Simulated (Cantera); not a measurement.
Feed: 1 mol c-C₄F₈, a varied amount of H₂, at 900 °C and 0.550 bar.

Cantera equilibrium calculation (NASA polynomials, part measured and part estimated; ideal gas, pure solids and liquids). Candidate condensed phases: C, C₆H₆, C₇H₈, C₈H₁₈; 95 gas species. The feed counts by its element totals alone. Gases not in the tables: C₂F₆ and larger saturated fluorocarbons. Rates play no part.

**Question.** At 3.8 mol H₂, list the 3 most abundant gas species with their mole fractions, and the condensed phases.

**Answer.** HF 0.987, CF₄ 0.0130, H₂F₂ 1.27e-5. Condensed: C(graphite).
